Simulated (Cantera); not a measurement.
An adiabatic, constant-volume homogeneous reactor starts with CH₄ : CO : O₂ : N₂ = 1 : 1.5 : 1.03 : 3.86 (molar parts), equivalence ratio 2.7, at 1148 K and 1.00 bar.

Cantera simulation using GRI-Mech 3.0 (53 species, 325 reactions); the numbers are that mechanism's predictions, not measurements.

One state of this run: T (K) = 2376; P (bar) = 2.35; x CH₄ = 2.43e-10; x CO = 0.268; x O₂ = 1.95e-6; x CH₂O = 3.56e-8; x CH₂ = 4.31e-12. x: mole fraction; the columns are a selection and need not sum to one.

Task: Which value of t (s) does it belong to?
(A) 2.00
(B) 0.0200
(C) 9.28e-6
(D) 0.000200

Result: A, 2.00
